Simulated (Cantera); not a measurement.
Cantera run, input and output.

```python
import numpy as np
import cantera as ct

gas = ct.Solution("gri30.yaml")
gas.TPX = 1075, 1000000, {'CH4': 1, 'O2': 2.02, 'N2': 19.2, 'CO2': 0.67}
reactor = ct.IdealGasConstPressureReactor(gas, energy="on", clone=False)
net = ct.ReactorNet([reactor])
net.rtol, net.atol = 1e-08, 1e-16
show = ['CH4', 'O2', 'C2H6', 'H2O2', 'C2H2', 'NO2']
times = np.geomspace(5e-06, 0.6, 11)

steps = ct.SolutionArray(gas, extra=["t"])
rows = []
print(f"{'t/s':>10s}{'T/K':>9s}{'P/Pa':>11s}" + "".join(f"{s:>11s}" for s in show))
for t in times:
    while net.time < t:
        t_next = net.step()
        steps.append(gas.state, t=t_next)
    rows.append([np.interp(t, steps.t, y) for y in (steps.T, steps.P, *steps(*show).X.T)])
    print(f"{t:10.3e}{rows[-1][0]:9.1f}{rows[-1][1]:11.4g}" + "".join(f"{x:11.3e}" for x in rows[-1][2:]))
rate = np.gradient(steps.T, steps.t)
print("integrator steps:", len(steps.t))
if steps.T.max() > steps.T[0] + 200:
    print(f"time of steepest temperature rise: {steps.t[rate.argmax()]:.4e} s")
gas.TPX = 1075, 1000000, {'CH4': 1, 'O2': 2.02, 'N2': 19.2, 'CO2': 0.67}
gas.equilibrate("HP")
print(f"equilibrium (HP): T = {gas.T:.1f} K  " + "  ".join(f"{s} {gas[s].X[0]:.3e}" for s in show))
```

Output:

```
       t/s      T/K       P/Pa        CH4         O2       C2H6       H2O2       C2H2        NO2
 5.000e-06   1075.0      1e+06  4.369e-02  8.825e-02  8.067e-16  1.217e-12  2.061e-27  3.004e-31
 1.610e-05   1075.0      1e+06  4.369e-02  8.825e-02  2.682e-14  1.246e-11  2.967e-25  3.010e-29
 5.186e-05   1075.0      1e+06  4.369e-02  8.825e-02  9.245e-13  1.231e-10  4.119e-23  3.162e-27
 1.670e-04   1075.0      1e+06  4.369e-02  8.825e-02  3.415e-11  1.093e-09  7.050e-21  3.361e-25
 5.378e-04   1075.0      1e+06  4.369e-02  8.825e-02  1.696e-09  7.296e-09  2.478e-18  3.925e-23
 1.732e-03   1075.0      1e+06  4.369e-02  8.825e-02  1.137e-07  2.600e-08  2.052e-15  5.283e-21
 5.578e-03   1075.1      1e+06  4.368e-02  8.824e-02  1.684e-06  4.790e-08  2.862e-13  3.772e-19
 1.796e-02   1075.4      1e+06  4.362e-02  8.820e-02  1.167e-05  1.414e-07  1.502e-11  2.124e-17
 5.785e-02   1167.0      1e+06  3.357e-02  7.728e-02  5.329e-04  9.147e-05  1.450e-06  3.097e-12
 1.863e-01   1996.9      1e+06  4.179e-19  1.279e-03  1.332e-35  1.807e-08  9.529e-25  3.442e-08
 6.000e-01   1996.3      1e+06  4.656e-19  1.203e-03  1.588e-35  1.750e-08  1.059e-24  1.084e-07
integrator steps: 2416
time of steepest temperature rise: 5.8793e-02 s
equilibrium (HP): T = 1995.3 K  CH4 6.624e-19  O2 1.080e-03  C2H6 2.702e-35  H2O2 1.652e-08  C2H2 1.387e-24  NO2 2.210e-07
```

Cantera simulation using GRI-Mech 3.0 (53 species, 325 reactions); the numbers are that mechanism's predictions, not measurements.
